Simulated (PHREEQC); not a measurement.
Model water analysis in mmol/kgw, 25 °C, pH 2.88, pe 12.7:

```tsv
constituent	mmol/kgw
Na	78.8
K	0.195
Ca	3.48
Mg	6.75
Cl	36.6
S(6)	43.5
Zn	1.24
B	0.0402
Al	9.94
F	0.3
```

Cl is adjusted to close the charge balance.
Valence states are taken as typed.

Model: ion-association model, wateq4f.dat, run in PHREEQC.

No solid was allowed to form.

Task: Order these Al species by the share of Al that they hold, largest first: AlSO4+, Al+3, Al(SO4)2-, AlF+2.

Result: AlSO4+ (67 %), Al(SO4)2- (17 %), Al+3 (13 %), AlF+2 (2.9 %)

The pH is 2.88 and the ionic strength 0.138 mol/kgw. Real BF4- forms and hydrolyses slowly; the run takes it at equilibrium. Fluoro complexes past AlF4- and FeF3 are missing from the database.
